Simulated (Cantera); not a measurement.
## Thermodynamics of carbon deposition, reforming and gasification, feed C₂H₅OH + O₂ + H₂

Charge: 1 mol C₂H₅OH, 0.21 mol O₂, 5.4 mol H₂, held at 0.440 bar.

Cantera equilibrium calculation (NASA polynomials, part measured and part estimated; ideal gas, pure solids and liquids). Candidate condensed phases: C, C₆H₆, C₇H₈, C₈H₁₈, H₂O; 110 gas species. Kinetics and transport are ignored.

```csv
T (K),log p H₂,log p CO,log p H,log p C₂H₂ (acetylene),log p CH₄,n C(graphite)
1448,-0.43,-1.20,-5.25,-5.75,-3.33,0.571
1548,-0.42,-1.20,-4.72,-5.23,-3.54,0.574
1648,-0.42,-1.20,-4.26,-4.77,-3.72,0.575
1748,-0.42,-1.20,-3.85,-4.37,-3.89,0.575
1848,-0.42,-1.20,-3.49,-4.01,-4.03,0.574
1948,-0.43,-1.20,-3.16,-3.69,-4.16,0.569
2048,-0.43,-1.20,-2.86,-3.41,-4.28,0.561
2148,-0.43,-1.20,-2.59,-3.15,-4.39,0.547
```
log p: log10 of the partial pressure in bar; n: condensed amount in mol.

From 1448 K to 2148 K the condensed part is C(graphite). The main C-bearing gas is CO throughout.
